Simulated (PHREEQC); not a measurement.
Solution (25 °C): 0.0068 mol HCl, 8e-05 mol NiCl2 and 0.00034 mol KCl per kg of water. Closed to the air; pH follows from the charge balance.

All values are PHREEQC results (ion-association model, wateq4f.dat), not measurements.

**Question.** The ionic strength comes out as 0.00738 mol/kgw. What activity coefficients do Ni+2, K+, Cl-, H+, NiCl+ get?

**Answer.** Ni+2 0.70, K+ 0.91, Cl- 0.91, H+ 0.92, NiCl+ 0.91.

This is a speciation only: nothing precipitates in the calculation. Species that the database lacks are ignored.
